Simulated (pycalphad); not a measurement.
CALPHAD calculation (pycalphad, COST 507 light-alloy database (1999)), 1 atm. The data set is of 1999 and partly superseded.

**Question.** Which phases does Nb-32 at.% Ti hold at 2417 K, with what compositions and amounts?

**Answer.** bcc with 25.6 at.% Ti and liquid with 38.0 at.% Ti. The lever rule gives (32 − 25.6)/(38.0 − 25.6) = 0.52 of liquid and 0.48 of bcc.

**Question.** Which phases does Nb-11 at.% Ti hold at 667 K, with what compositions and amounts?

**Answer.** bcc with 5.4 at.% Ti and hcp with 99.31 at.% Ti. The lever rule gives (11 − 5.4)/(99.3 − 5.4) = 0.06 of hcp and 0.94 of bcc.

**Question.** Which phases does Nb-88 at.% Ti hold at 958 K, with what compositions and amounts?

**Answer.** bcc with 81.7 at.% Ti and hcp with 98.1 at.% Ti. The lever rule gives (88 − 81.7)/(98.1 − 81.7) = 0.38 of hcp and 0.62 of bcc.

**Question.** Which phases does Nb-79 at.% Ti hold at 2042 K, with what compositions and amounts?

**Answer.** bcc with 74.2 at.% Ti and liquid with 81.9 at.% Ti. The lever rule gives (79 − 74.2)/(81.9 − 74.2) = 0.62 of liquid and 0.38 of bcc.
